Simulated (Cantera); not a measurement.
A closed system holds: 1 mol Si3N4, 0.35 mol H2O, 340 mol H2, held at 10.0 mbar.

Method: chemical equilibrium by Gibbs-energy minimisation in Cantera with the NASA 1993 tables (ideal gas, pure condensed phases). Candidate condensed phases: H2O, Si, SiO2, Si2N2O, Si3N4; 35 gas species. Gases not in the tables: Si2H6 and higher silanes. Kinetics and transport are ignored.

Question: At 1627 °C, list the 5 most abundant gas species with their mole fractions, and the condensed phases.

Answer: H2 0.984, H 0.00787, N2 0.00580, Si 0.00126, SiO 0.00102. Condensed: Si(l).
